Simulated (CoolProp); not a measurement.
R245ca at several states: density (kg/m³) from the reference equation and from simpler models built on Tc = 174.4 °C, pc = 3.941 MPa, ω = 0.355; each cubic takes its own stable root.

Values from CoolProp's reference Helmholtz-energy equation of state, Zhou 2016.

```json
[
 {"T (°C)": "103.65", "p (MPa)": "0.0406", "phase": "gas", "reference": "1.749"},
 {"T (°C)": "83.55", "p (MPa)": "0.262", "phase": "gas", "reference": "12.52"},
 {"T (°C)": "-56.35", "p (MPa)": "10", "phase": "liquid", "reference": "1590"},
 {"T (°C)": "-46.75", "p (MPa)": "4.25", "phase": "liquid", "reference": "1562"},
 {"T (°C)": "-14.35", "p (MPa)": "0.48", "phase": "liquid", "reference": "1483"}
]
```

How far does each simpler model (Redlich-Kwong, Peng-Robinson) lie from the reference over these 5 states: mean and median of the absolute difference, and the worst?


- Redlich-Kwong: mean 7.0 %, median 11.1 %, worst -11.6 % at -14.35 °C and 0.48 MPa
- Peng-Robinson: mean 1.8 %, median 2.3 %, worst +3.8 % at -14.35 °C and 0.48 MPa
